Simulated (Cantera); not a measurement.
## Premixed flame

A freely propagating, adiabatic, planar premixed flame of C3H8 : O2 : N2 : CO2 = 1 : 3.85 : 14.5 : 0.78 (molar parts), unburnt at 650 K and 1.40 bar; mixture-averaged transport, grid criteria slope 0.08 and curve 0.16, no radiation.

Computed with Cantera and GRI-Mech 3.0 (53 species, 325 reactions). GRI-Mech 3.0 was tuned for natural gas; its chemistry of propane as a main component is partial and can be far from experiment. Burning velocities carry a grid error of a few per cent, more on coarse grids.

```json
[
 {"z (mm)": "-0.648", "T (K)": "650", "u (m/s)": "1.29", "x C3H8": "0.0496", "x O2": "0.191", "x CO2": "0.0387", "x C2H2": "1.37e-7", "x NO": "<1e-8", "x N2O": "<1e-8"},
 {"z (mm)": "-0.432", "T (K)": "653", "u (m/s)": "1.30", "x C3H8": "0.0494", "x O2": "0.190", "x CO2": "0.0385", "x C2H2": "2.17e-6", "x NO": "1.72e-8", "x N2O": "<1e-8"},
 {"z (mm)": "-0.324", "T (K)": "661", "u (m/s)": "1.33", "x C3H8": "0.0492", "x O2": "0.188", "x CO2": "0.0384", "x C2H2": "1.08e-5", "x NO": "7.29e-8", "x N2O": "<1e-8"},
 {"z (mm)": "-0.216", "T (K)": "720", "u (m/s)": "1.46", "x C3H8": "0.0479", "x O2": "0.180", "x CO2": "0.0381", "x C2H2": "9.54e-5", "x NO": "5.11e-7", "x N2O": "<1e-8"},
 {"z (mm)": "-0.108", "T (K)": "1067", "u (m/s)": "2.24", "x C3H8": "0.0337", "x O2": "0.141", "x CO2": "0.0395", "x C2H2": "0.000893", "x NO": "3.95e-6", "x N2O": "<1e-8"},
 {"z (mm)": "-0.0540", "T (K)": "1442", "u (m/s)": "3.15", "x C3H8": "0.0111", "x O2": "0.0969", "x CO2": "0.0436", "x C2H2": "0.00228", "x NO": "9.00e-6", "x N2O": "1.71e-8"},
 {"z (mm)": "0", "T (K)": "1802", "u (m/s)": "4.03", "x C3H8": "0.000356", "x O2": "0.0509", "x CO2": "0.0516", "x C2H2": "0.00362", "x NO": "1.84e-5", "x N2O": "3.33e-8"},
 {"z (mm)": "0.0540", "T (K)": "1988", "u (m/s)": "4.47", "x C3H8": "5.57e-7", "x O2": "0.0233", "x CO2": "0.0609", "x C2H2": "0.00149", "x NO": "3.31e-5", "x N2O": "4.57e-8"},
 {"z (mm)": "0.108", "T (K)": "2049", "u (m/s)": "4.61", "x C3H8": "<1e-8", "x O2": "0.0116", "x CO2": "0.0692", "x C2H2": "0.000217", "x NO": "4.71e-5", "x N2O": "5.19e-8"},
 {"z (mm)": "0.216", "T (K)": "2085", "u (m/s)": "4.67", "x C3H8": "<1e-8", "x O2": "0.00539", "x CO2": "0.0788", "x C2H2": "2.11e-6", "x NO": "6.12e-5", "x N2O": "5.07e-8"},
 {"z (mm)": "0.432", "T (K)": "2122", "u (m/s)": "4.73", "x C3H8": "<1e-8", "x O2": "0.00360", "x CO2": "0.0839", "x C2H2": "<1e-8", "x NO": "6.90e-5", "x N2O": "4.50e-8"},
 {"z (mm)": "0.864", "T (K)": "2165", "u (m/s)": "4.81", "x C3H8": "<1e-8", "x O2": "0.00251", "x CO2": "0.0854", "x C2H2": "<1e-8", "x NO": "7.51e-5", "x N2O": "4.01e-8"},
 {"z (mm)": "1.73", "T (K)": "2211", "u (m/s)": "4.90", "x C3H8": "<1e-8", "x O2": "0.00146", "x CO2": "0.0865", "x C2H2": "<1e-8", "x NO": "8.24e-5", "x N2O": "3.41e-8"}
]
```
x: mole fraction of selected species; z is measured from the peak of heat release.

- laminar burning velocity = 129 cm/s
- thermal thickness = 0.216 mm
- peak x(C2H2) = 0.00365
- grid points = 141
